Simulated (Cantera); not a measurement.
**Adiabatic ignition**

An adiabatic, constant-volume homogeneous reactor starts with 3.87 % C3H8, 20.2 % O2, 75.9 % N2, equivalence ratio 0.96, at 1150 K and 150 Torr.

Model: GRI-Mech 3.0 (53 species, 325 reactions), integrated in Cantera. GRI-Mech 3.0 was tuned for natural gas; its chemistry of propane as a main component is partial and can be far from experiment.

```tsv
t (s)	T (K)	P (bar)	x C3H8	x O2	x HO2	x OH	x O
1.00e-6	1150	0.200	0.0387	0.202	1.16e-9	6.19e-12	4.22e-12
2.49e-6	1150	0.200	0.0387	0.202	6.53e-9	6.23e-11	4.44e-11
6.22e-6	1150	0.200	0.0387	0.202	3.61e-8	4.90e-10	3.15e-10
1.55e-5	1150	0.200	0.0387	0.202	1.79e-7	1.97e-9	1.10e-9
3.87e-5	1150	0.200	0.0387	0.202	7.16e-7	3.70e-9	1.84e-9
9.65e-5	1150	0.200	0.0387	0.202	2.21e-6	5.93e-9	2.21e-9
0.000241	1150	0.200	0.0387	0.202	5.66e-6	1.64e-8	3.31e-9
0.000601	1150	0.200	0.0387	0.202	1.08e-5	6.56e-8	8.26e-9
0.00150	1150	0.200	0.0386	0.202	8.04e-6	1.21e-7	1.47e-8
0.00374	1150	0.200	0.0382	0.202	7.10e-6	1.27e-7	1.62e-8
0.00932	1151	0.200	0.0370	0.201	9.07e-6	1.64e-7	2.16e-8
0.0233	1158	0.203	0.0329	0.198	1.95e-5	4.07e-7	5.85e-8
0.0580	2700	0.512	<1e-12	0.0269	4.46e-6	0.0195	0.00833
0.145	2700	0.512	<1e-12	0.0269	4.46e-6	0.0195	0.00833
0.361	2700	0.512	<1e-12	0.0269	4.46e-6	0.0195	0.00833
0.900	2700	0.512	<1e-12	0.0269	4.46e-6	0.0195	0.00833
```
x: mole fraction; the columns are a selection and need not sum to one.

The time of steepest temperature rise is 34.1 ms and the temperature at 0.900 s comes out as 2700 K. The equilibrium temperature comes out as 2700 K and the x(C3H8) at 0.900 s comes out as <1e-12 (gas-phase equilibrium <1e-12). The x(O2) at 0.900 s is 0.0269 (gas-phase equilibrium 0.0269). The x(HO2) at 0.900 s is 4.46e-6 (gas-phase equilibrium 4.46e-6).
